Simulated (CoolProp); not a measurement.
Model: reference Helmholtz-energy equation of state, de Reuck 1990, in CoolProp.

Task: Give the vapour pressure (kPa), liquid density (kg/m³), vapour density (kg/m³), enthalpy of vaporisation (kJ/kg) of saturated fluorine at 97.6 K.

Result: 
```json
[
 {"T (K)": "97.6", "p (kPa)": "350", "liquid density (kg/m³)": "1410", "vapour density (kg/m³)": "17.8", "enthalpy of vaporisation (kJ/kg)": "161"}
]
```
